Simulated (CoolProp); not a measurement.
The fluid at 334.26 K and 2.24 MPa flows at 14 m/s in a round tube of 6 mm bore and 45 µm roughness, fully developed (64/Re and Nu = 3.66 if laminar; Colebrook and Gnielinski if turbulent). The same conditions are run with several fluids, on thermodynamics alone (safety and materials aside).

Values from CoolProp's reference Helmholtz-energy equation of state of each fluid (CF4 (R14): Platzer 1990; dry air: Lemmon 2000; R13: Platzer 1990; C2F6 (R116): Lemmon 2006; carbon dioxide: Span 1996). The equations of Platzer and Polt are older, rougher fits. Blends and air are pseudo-pure fits.

Problem. Rank CF4 (R14), dry air, R13, C2F6 (R116), carbon dioxide by Reynolds number, highest first.

Solution. C2F6 (R116) (649000), R13 (494000), CF4 (R14) (312000), carbon dioxide (191000), dry air (95900)

```tsv
fluid	Darcy friction factor	pressure drop (Pa/m)	heat-transfer coefficient (W/(m² K))	mass flow (kg/h)
CF4 (R14)	0.0347	42400	4030	107
dry air	0.0352	13400	1770	33.3
R13	0.0346	56100	5380	141
C2F6 (R116)	0.0346	75700	8260	191
carbon dioxide	0.0349	21900	2620	54.9
```

Transport values come from each fluid's own correlations; those of CF4 (R14), R13, C2F6 (R116) are estimates that may be off by 10 % or more.
